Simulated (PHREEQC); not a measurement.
Solution (30 °C): 0.0018 mol HF, 0.061 mol CsF and 6.7e-05 mol (NH4)2SiF6 per kg of water. Closed to the air; pH follows from the charge balance.

Model: ion-association model, wateq4f.dat, run in PHREEQC.

This is a speciation only: nothing precipitates in the calculation.

Problem. What pH does the model give?

Solution. pH 4.74.

Problem. In which forms is F present?

Solution. F- 96 %, HF 2.3 %, HF2- 1.1 %, SiF6-2 0.6 % of the F.

Complexes and solids missing from the database can't appear. SiF6-2 is the database's only silicon fluoride.
